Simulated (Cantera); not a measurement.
What does this Cantera script print?

```python
import numpy as np
import cantera as ct

gas_names = """
    CL CL2 H HCL H2 Si SiCL SiCL2 SiCL3 SiCL4 SiH SiHCL3 SiH2 SiH2CL2 SiH3 SiH3CL SiH4 Si2 Si3
""".split()
cond_names = """
    Si(cr) Si(L)
""".split()


# ... load() reads the species with a 1 bar reference pressure and builds the phases ...
atoms = {
    'SiH4': {'Si': 1, 'H': 4},
    'HCl': {'H': 1, 'CL': 1},
    'H2': {'H': 2},
}
top_T = {}  # K; cautious upper limits of use, not melting points


# ... equilibrate(T, P, feed) seeds the gas with the atoms and calls Mixture.equilibrate('TP', solver="vcs", rtol=1e-11, max_steps=5000) ...
results = []
feed = {'SiH4': 1, 'HCl': 0.36, 'H2': 70}  # mol
T = 1673  # K
P = 12000  # Pa
mix = equilibrate(T, P, feed)
results.append((T, P, feed, dict(zip(mix.species_names, mix.species_moles))))
x = sorted(zip(gas.X, gas.species_names), reverse=True)
print(f"T = {T:g} K  P = {P:g} Pa  gas = {mix.phase_moles(0):.4g} mol")
print("   x: " + "  ".join(f"{s} {v:.3e}" for v, s in x if v > 1e-05))
print("   condensed (mol): " + ("  ".join(f"{mix.phase(i).name} {mix.phase_moles(i):.4g}"
      for i in range(1, mix.n_phases) if mix.phase_moles(i) > 1e-12) or "none"))
```

Result:

```
T = 1673 K  P = 12000 Pa  gas = 72.37 mol
   x: H2 9.948e-01  HCL 4.804e-03  H 3.279e-04  SiCL2 8.360e-05  SiH2 1.096e-05
   condensed (mol): Si(cr) 0.9926
```

Equilibrium computed with Cantera from the NASA thermochemical tables; the gas is ideal and each condensed phase is pure. Gases not in the tables: Si2H6 and higher silanes.
